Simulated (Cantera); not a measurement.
# TEOS + N2O + H2 (silicon oxide and oxynitride deposition)

Charge: 1 mol TEOS, 0.18 mol N2O, 0.83 mol H2, at 1.33 mbar.

Method: chemical equilibrium by Gibbs-energy minimisation in Cantera with the NASA 1993 tables (ideal gas, pure condensed phases). Candidate condensed phases: C, C6H6, C7H8, C8H18, H2O, Si, SiC, SiO2, Si2N2O, Si3N4; 151 gas species. The feed counts by its element totals alone. Mutual solubility and eutectic melting of coexisting phases are not modelled. The tables hold silica as quartz up to 1696 K and as liquid above; real silica turns to tridymite and cristobalite and melts near 1996 K. The numbers say what is thermodynamically allowed, not how fast it happens.

From 602 °C to 827 °C the condensed part is C(graphite) + SiO2(β-quartz). From 902 °C to 977 °C the condensed part is C(graphite) + SiO2(β-quartz) + Si2N2O(s). At 1052 °C the condensed part is C(graphite) + SiC(s) + Si2N2O(s). From 1127 °C to 1502 °C the condensed part is C(graphite) + SiC(s).

```tsv
T (°C)	x H2	x CO	x N2	x H	x SiO	x H2O	x HCN	x CH4	n C(graphite)	n SiO2(β-quartz)	n Si2N2O(s)	n SiC(s)
602	0.821	0.164	0.0137	1.24e-9	<1e-12	0.000732	5.56e-8	0.000392	5.83	1.00	0	0
677	0.821	0.165	0.0137	1.38e-8	<1e-12	0.000169	2.36e-7	0.000151	5.82	1.00	0	0
752	0.821	0.165	0.0136	1.08e-7	3.28e-11	4.80e-5	8.12e-7	6.60e-5	5.82	1.00	0	0
827	0.821	0.165	0.0136	6.42e-7	7.98e-9	1.62e-5	2.35e-6	3.23e-5	5.82	1.00	0	0
902	0.818	0.170	0.0117	3.04e-6	9.22e-7	6.44e-6	5.50e-6	1.71e-5	5.75	0.950	0.0248	0
977	0.800	0.199	0.000721	1.18e-5	5.24e-5	3.20e-6	3.05e-6	9.39e-6	5.31	0.659	0.170	0
1052	0.723	0.272	0.00474	3.81e-5	0.000232	1.89e-6	1.53e-5	4.68e-6	3.15	0	0.109	0.779
1127	0.713	0.275	0.0118	0.000112	0.000344	9.73e-7	4.56e-5	2.93e-6	2.83	0	0	0.995
1202	0.713	0.275	0.0118	0.000300	0.000484	5.38e-7	8.11e-5	1.97e-6	2.83	0	0	0.993
1277	0.712	0.274	0.0118	0.000728	0.000659	3.16e-7	0.000136	1.38e-6	2.84	0	0	0.990
1352	0.711	0.274	0.0117	0.00163	0.000870	1.94e-7	0.000218	9.92e-7	2.84	0	0	0.987
1427	0.710	0.274	0.0117	0.00340	0.00112	1.25e-7	0.000333	7.36e-7	2.85	0	0	0.983
1502	0.707	0.273	0.0116	0.00666	0.00141	8.31e-8	0.000490	5.58e-7	2.85	0	0	0.978
```
x: gas mole fraction; n: condensed amount in mol.
